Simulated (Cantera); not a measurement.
An adiabatic, constant-volume homogeneous reactor starts with C3H8 : O2 : N2 = 1 : 3.33 : 12.5 (molar parts), equivalence ratio 1.5, at 950 K and 1.00 bar. Integrator tolerance rtol = 1e-08.

Detailed kinetics in Cantera: GRI-Mech 3.0 (53 species, 325 reactions). GRI-Mech 3.0 was tuned for natural gas; its chemistry of propane as a main component is partial and can be far from experiment. Below about 1000 K GRI-Mech 3.0 lacks low-temperature oxidation paths.

Q: What does this change do: initial temperature 950 to 1223 K?

A: 
| quantity | before | after |
|---|---|---|
| time of steepest temperature rise | 1.86 s | 3.72 ms |
| temperature at 3.00 s | 2764 K | 2880 K |
| equilibrium temperature | 2764 K | 2880 K |
| x(C3H8) at 3.00 s | <1e-12 (gas-phase equilibrium <1e-12) | <1e-12 (gas-phase equilibrium <1e-12) |
| x(O2) at 3.00 s | 0.000596 (gas-phase equilibrium 0.000596) | 0.00156 (gas-phase equilibrium 0.00156) |
| x(NO) at 3.00 s | 0.00168 (gas-phase equilibrium 0.00168) | 0.00317 (gas-phase equilibrium 0.00317) |
| x(C2H2) at 3.00 s | <1e-12 (gas-phase equilibrium <1e-12) | <1e-12 (gas-phase equilibrium <1e-12) |
| x(H2O2) at 3.00 s | 7.29e-8 (gas-phase equilibrium 7.29e-8) | 1.23e-7 (gas-phase equilibrium 1.23e-7) |
| x(O) at 3.00 s | 0.000626 (gas-phase equilibrium 0.000626) | 0.00176 (gas-phase equilibrium 0.00176) |

Q: What does this change do: C3H8 1 to 1.3 parts?

A: 
```tsv
quantity	before	after
time of steepest temperature rise	1.86 s	1.85 s
temperature at 3.00 s	2764 K	2520 K
equilibrium temperature	2764 K	2520 K
x(C3H8) at 3.00 s	<1e-12 (gas-phase equilibrium <1e-12)	<1e-12 (gas-phase equilibrium <1e-12)
x(O2) at 3.00 s	0.000596 (gas-phase equilibrium 0.000596)	8.40e-6 (gas-phase equilibrium 8.40e-6)
x(NO) at 3.00 s	0.00168 (gas-phase equilibrium 0.00168)	0.000129 (gas-phase equilibrium 0.000129)
x(C2H2) at 3.00 s	<1e-12 (gas-phase equilibrium <1e-12)	<1e-12 (gas-phase equilibrium <1e-12)
x(H2O2) at 3.00 s	7.29e-8 (gas-phase equilibrium 7.29e-8)	4.12e-9 (gas-phase equilibrium 4.12e-9)
x(O) at 3.00 s	0.000626 (gas-phase equilibrium 0.000626)	2.54e-5 (gas-phase equilibrium 2.54e-5)
```
